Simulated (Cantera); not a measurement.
Input: 1 mol FeS, 340 mol H2, held at 1802 °C and 0.133 bar.

Cantera equilibrium calculation (NASA polynomials, part measured and part estimated; ideal gas, pure solids and liquids). Candidate condensed phases: Fe, FeS, FeS2, S; 8 gas species. Equilibrium is a limit: real reactors are often held back by kinetics, nucleation or transport.

Base state: H2 0.987, H 0.00725, Fe 0.00292, H2S 0.00175, SH 0.000833, S 0.000140, S2 9.99e-5 (mole fractions); condensed: gas only.

Question: What changes in the equilibrium state with this change: 1.7 mol O2 added?

Answer: 
```tsv
species	before	after
H2	0.987	0.977
H2O	0	0.00991
H	0.00725	0.00721
Fe	0.00292	0.00292
S2	9.99e-5	0.000101
H2S	0.00175	0.00174
```
Further candidate phases: FeO, Fe(OH)2, Fe(OH)3, FeSO4, Fe2O3, Fe2(SO4)3, Fe3O4, H2O, H2SO4.

Question: What changes in the equilibrium state with this change: FeS replaced by Nb2O5?

Answer: 
```tsv
species	before	after
H2	0.987	0.984
H2O	0	0.00872
H	0.00725	0.00724
Fe	0.00292	0
NbO2	0	6.06e-5
H2S	0.00175	0
SH	0.000833	0
S	0.000140	0
S2	9.99e-5	0
NbO(s), mol	0	1.98
```
NbO: taken at fixed stoichiometry. Further candidate phases: H2O, Nb, NbO, NbO2, Nb2O5.

Question: What changes in the equilibrium state with this change: FeS replaced by PbS?

Answer: 
```tsv
species	before	after
H2	0.987	0.987
H	0.00725	0.00725
Pb	0	0.00279
Fe	0.00292	0
PbS	0	0.000126
S2	9.99e-5	9.20e-5
S	0.000140	0.000134
```
Further candidate phases: Pb, PbS.
